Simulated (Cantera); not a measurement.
An adiabatic, constant-volume homogeneous reactor starts with CH4 : O2 : N2 = 1 : 2.56 : 9.64 (molar parts), equivalence ratio 0.78, at 1475 K and 34000 Pa. Integrator tolerance rtol = 1e-08.

Detailed kinetics in Cantera: GRI-Mech 3.0 (53 species, 325 reactions).

Question: What does this change do: pressure from 34000 Pa to 140000 Pa?

Answer: 
```json
[
 {"quantity": "time of steepest temperature rise", "before": "3.07 ms", "after": "1.02 ms"},
 {"quantity": "temperature at 3.00 s", "before": "2721 K", "after": "2829 K"},
 {"quantity": "equilibrium temperature", "before": "2721 K", "after": "2829 K"},
 {"quantity": "x(CH4) at 3.00 s", "before": "<1e-12 (gas-phase equilibrium <1e-12)", "after": "<1e-12 (gas-phase equilibrium <1e-12)"},
 {"quantity": "x(O2) at 3.00 s", "before": "0.0447 (gas-phase equilibrium 0.0447)", "after": "0.0421 (gas-phase equilibrium 0.0421)"},
 {"quantity": "x(C2H) at 3.00 s", "before": "<1e-12 (gas-phase equilibrium <1e-12)", "after": "<1e-12 (gas-phase equilibrium <1e-12)"},
 {"quantity": "x(CO) at 3.00 s", "before": "0.0284 (gas-phase equilibrium 0.0284)", "after": "0.0246 (gas-phase equilibrium 0.0246)"},
 {"quantity": "x(C2H6) at 3.00 s", "before": "<1e-12 (gas-phase equilibrium <1e-12)", "after": "<1e-12 (gas-phase equilibrium <1e-12)"},
 {"quantity": "x(CH2CO) at 3.00 s", "before": "<1e-12 (gas-phase equilibrium <1e-12)", "after": "<1e-12 (gas-phase equilibrium <1e-12)"},
 {"quantity": "x(CH2) at 3.00 s", "before": "<1e-12 (gas-phase equilibrium <1e-12)", "after": "<1e-12 (gas-phase equilibrium <1e-12)"}
]
```

Question: What does this change do: pressure from 34000 Pa to 1000000 Pa?

Answer: 
```
quantity                                                          before                                  after
---------------------------------  -------------------------------------  -------------------------------------
time of steepest temperature rise                                3.07 ms                               0.203 ms
temperature at 3.00 s                                             2721 K                                 2966 K
equilibrium temperature                                           2721 K                                 2966 K
x(CH4) at 3.00 s                   <1e-12 (gas-phase equilibrium <1e-12)  <1e-12 (gas-phase equilibrium <1e-12)
x(O2) at 3.00 s                    0.0447 (gas-phase equilibrium 0.0447)  0.0385 (gas-phase equilibrium 0.0385)
x(C2H) at 3.00 s                   <1e-12 (gas-phase equilibrium <1e-12)  <1e-12 (gas-phase equilibrium <1e-12)
x(CO) at 3.00 s                    0.0284 (gas-phase equilibrium 0.0284)  0.0185 (gas-phase equilibrium 0.0185)
x(C2H6) at 3.00 s                  <1e-12 (gas-phase equilibrium <1e-12)  <1e-12 (gas-phase equilibrium <1e-12)
x(CH2CO) at 3.00 s                 <1e-12 (gas-phase equilibrium <1e-12)  <1e-12 (gas-phase equilibrium <1e-12)
x(CH2) at 3.00 s                   <1e-12 (gas-phase equilibrium <1e-12)  <1e-12 (gas-phase equilibrium <1e-12)
```
